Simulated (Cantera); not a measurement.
Mixture: CH4 : H2 : O2 : N2 = 1 : 0.051 : 4.22 : 27 (molar parts), equivalence ratio 0.48, at 760 Torr, adiabatic and at constant volume. Ignition delay is the time to a rise of 400 K.

Computed with Cantera and GRI-Mech 3.0 (53 species, 325 reactions).

Task: What does this change do: constant pressure in place of constant volume?

Result: 
```json
[
 {"quantity": "delay at 1125 K", "before": "76.2 ms", "after": "78.3 ms"},
 {"quantity": "delay at 1275 K", "before": "11.3 ms", "after": "11.6 ms"},
 {"quantity": "delay at 1425 K", "before": "2.13 ms", "after": "2.22 ms"},
 {"quantity": "delay at 1575 K", "before": "0.571 ms", "after": "0.632 ms"},
 {"quantity": "delay at 1725 K", "before": "0.204 ms", "after": "0.277 ms"},
 {"quantity": "apparent activation energy between 1575 and 1725 K", "before": "160 kJ/mol", "after": "120 kJ/mol"}
]
```
